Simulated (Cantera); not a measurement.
An adiabatic, constant-volume homogeneous reactor starts with C3H8 : O2 : N2 = 1 : 3.33 : 12.5 (molar parts), equivalence ratio 1.5, at 1350 K and 6.02 atm.

Detailed kinetics in Cantera: GRI-Mech 3.0 (53 species, 325 reactions). GRI-Mech 3.0 was tuned for natural gas; its chemistry of propane as a main component is partial and can be far from experiment. Above 3000 K some thermodynamic fits are extrapolated.

One state of this run: T (K) = 1360; P (bar) = 6.21; x C3H8 = 0.0495; x O2 = 0.192; x H2O2 = 2.96e-5; x HCO = 1.80e-7; x CH3 = 0.000292. x: mole fraction; the columns are a selection and need not sum to one.

Which value of t (s) does it belong to?
A. 0.0350
B. 1.85e-5
C. 9.89e-5
D. 0.00122

C, 9.89e-5
